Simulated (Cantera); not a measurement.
Charge: 1 mol SiCl4, 0.0039 mol Cl2, a varied amount of H2, held at 0.00530 bar.

Equilibrium computed with Cantera from the NASA thermochemical tables; the gas is ideal and each condensed phase is pure. Candidate condensed phases: Si; 19 gas species. The tables' values for SiCl3 are old estimates. Rates play no part.

**Question.** What condenses at these points (T in °C, n(H2) in mol): (900, 16); (650, 46); (550, 46); (800, 46); (850, 16)?

**Answer.** 
| T (°C) | n(H2) in mol | condensed phases | Si condensed (%) |
|---|---|---|---|
| 900 | 16 | Si | 16.4 |
| 650 | 46 | Si | 10.0 |
| 550 | 46 | gas only | 0.0 |
| 800 | 46 | Si | 35.4 |
| 850 | 16 | Si | 16.1 |
